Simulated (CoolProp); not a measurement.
Model: reference Helmholtz-energy equation of state, Smukala 2000, in CoolProp.

Question: For ethylene, give the phase and the density (kg/m³), cp (kJ/(kg K)), cv (kJ/(kg K)), isothermal compressibility (1/MPa) at -91.25 °C and 179 bar; -80.65 °C and 179 bar; -59.65 °C and 179 bar.

Answer: 
- -91.25 °C and 179 bar: liquid; density 568, cp 2.34, cv 1.37, isothermal compressibility 0.00163
- -80.65 °C and 179 bar: liquid; density 555, cp 2.35, cv 1.35, isothermal compressibility 0.00188
- -59.65 °C and 179 bar: liquid; density 527, cp 2.39, cv 1.33, isothermal compressibility 0.00253
